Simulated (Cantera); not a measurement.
Standard-state values (1 bar) from the NASA 1993 polynomials, evaluated with Cantera. Values are per mole of reaction as written; species without (g) are pure solids or liquids, kept so even where they would boil at 1 bar.

Question: Between 300 and 548 K, where is each reaction favourable under standard conditions?
- 2 TiOCl2(g) → TiO2 + TiCl4

Answer: 
- 2 TiOCl2(g) → TiO2 + TiCl4: ΔG° is -556 kJ at 300 K and -477 kJ at 548 K; it stays negative (K > 1). ΔH° is -643 kJ and ΔS° -304 J/K at 548 K.
